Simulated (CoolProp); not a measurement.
Saturation properties of hydrogen chloride.

The numbers come from the reference Helmholtz-energy equation of state, Thol 2018 in CoolProp.

```tsv
T (K)	p (MPa)	liquid density (kg/m³)	enthalpy of vaporisation (kJ/kg)	vapour Z
243.1	1.077	1034	…	0.8584
249.2	1.308	1014	360.5	0.8391
255.3	1.575	…	349.3	0.8181
261.3	1.875	972.6	337.6	0.7958
267.4	2.222	950.1	324.7	0.7712
273.5	2.613	926.4	310.7	0.7446
279.6	3.053	901.0	…	0.7155
285.7	3.546	873.7	278.7	0.6838
291.7	4.088	…	260.3	0.6496
297.8	4.700	811.3	239.2	…
303.9	5.380	773.6	214.6	0.5671
```

What belongs in the gaps?


- 243.1, enthalpy of vaporisation (kJ/kg): 371.0
- 255.3, liquid density (kg/m³): 993.6
- 279.6, enthalpy of vaporisation (kJ/kg): 295.5
- 291.7, liquid density (kg/m³): 844.4
- 297.8, vapour Z: 0.6109

It boils at 188.2 K under 1 atm.
